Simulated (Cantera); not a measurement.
Equilibrium for iron carbonyl, mercury and lead vapours: PbO + O2 + N2

Input: 1 mol PbO, 0.11 mol O2, a varied amount of N2, equilibrated at 1.33 mbar.

These are equilibrium values from Cantera (NASA tables, ideal gas, pure condensed phases), not measurements of a reactor. Candidate condensed phases: Pb, PbO, PbO2, Pb3O4; 12 gas species. Kinetics and transport are ignored.

Task: Map the stable condensed phases over T = 677, 727, 777, 827, 877, 927, 977, 1027, 1077, 1127, 1177, 1227, 1277, 1327 °C and n(N2) in mol = 1.8, 3.1, 5.5, 9.7, 17, 30, 53, 94.

Result: 
```
T in °C \ n(N2) in mol
         1.8 3.1 5.5 9.7  17  30  53  94
   1327    A   A   A   A   A   A   A   A
   1277    A   A   A   A   A   A   A   A
   1227    A   A   A   A   A   A   A   A
   1177    A   A   A   A   A   A   A   A
   1127    A   A   A   A   A   A   A   A
   1077    A   A   A   A   A   A   A   A
   1027    A   A   A   A   A   A   A   A
    977    B   B   A   A   A   A   A   A
    927    B   B   B   B   A   A   A   A
    877    B   B   B   B   B   B   A   A
    827    B   B   B   B   B   B   B   B
    777    B   B   B   B   B   B   B   B
    727    B   B   B   B   B   B   B   B
    677    B   B   B   B   B   B   B   B
```
A: gas only; B: PbO.
